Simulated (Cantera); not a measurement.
## CH₃OH + H₂ (carbon deposition, reforming and gasification)

Charge: 1 mol CH₃OH, a varied amount of H₂, held at 1073 K and 79.0 bar.

Cantera equilibrium calculation (NASA polynomials, part measured and part estimated; ideal gas, pure solids and liquids). Candidate condensed phases: C, C₆H₆, C₇H₈, C₈H₁₈, H₂O; 110 gas species. The ideal-gas law is rough above about 30 bar. The numbers say what is thermodynamically allowed, not how fast it happens.

```json
[
 {"n(H₂) (mol)": "0.86", "log p H₂": "1.41", "log p CH₄": "1.38", "log p H₂O": "1.31", "log p CO": "0.68", "log p CO₂": "0.61"},
 {"n(H₂) (mol)": "1.3", "log p H₂": "1.46", "log p CH₄": "1.37", "log p H₂O": "1.32", "log p CO": "0.52", "log p CO₂": "0.41"},
 {"n(H₂) (mol)": "2.1", "log p H₂": "1.55", "log p CH₄": "1.32", "log p H₂O": "1.30", "log p CO": "0.21", "log p CO₂": "0.01"},
 {"n(H₂) (mol)": "3.2", "log p H₂": "1.64", "log p CH₄": "1.24", "log p H₂O": "1.24", "log p CO": "-0.21", "log p CO₂": "-0.57"},
 {"n(H₂) (mol)": "5", "log p H₂": "1.73", "log p CH₄": "1.11", "log p H₂O": "1.11", "log p CO": "-0.74", "log p CO₂": "-1.32"},
 {"n(H₂) (mol)": "7.7", "log p H₂": "1.78", "log p CH₄": "0.95", "log p H₂O": "0.95", "log p CO": "-1.22", "log p CO₂": "-2.02"},
 {"n(H₂) (mol)": "12", "log p H₂": "1.83", "log p CH₄": "0.78", "log p H₂O": "0.78", "log p CO": "-1.69", "log p CO₂": "-2.70"},
 {"n(H₂) (mol)": "19", "log p H₂": "1.85", "log p CH₄": "0.60", "log p H₂O": "0.60", "log p CO": "-2.14", "log p CO₂": "-3.36"}
]
```
log p: log10 of the partial pressure in bar; nothing condenses.

From 0.86 mol H₂ to 19 mol H₂ nothing is condensed. The main C-bearing gas is CH₄ throughout.
